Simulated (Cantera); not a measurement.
Charge: 1 mol SiHCl3, 27 mol N2, 0.3 mol H2, at 898 K and 7.50 Torr.

Cantera equilibrium calculation (NASA polynomials, part measured and part estimated; ideal gas, pure solids and liquids). Candidate condensed phases: NH4Cl, Si, Si3N4; 28 gas species. N2 is the only nitrogen source here; it is nearly inert below about 1500 K, so the nitride shown seldom forms there in practice. Equilibrium is a limit: real reactors are often held back by kinetics, nucleation or transport.

Base state: N2 0.934, HCl 0.0452, SiCl4 0.0150, H2 0.00547 (mole fractions); condensed: Si3N4(s).

What changes in the equilibrium state with this change: SiHCl3 replaced by Si2Cl6?


```json
[
 {"species": "N2", "before": "0.934", "after": "0.932"},
 {"species": "SiCl4", "before": "0.0150", "after": "0.0476"},
 {"species": "HCl", "before": "0.0452", "after": "0.0199"},
 {"species": "H2", "before": "0.00547", "after": "0.000593"},
 {"species": "Si3N4(s), mol", "before": "0.191", "after": "0.214"}
]
```
The feed counts by its element totals alone.
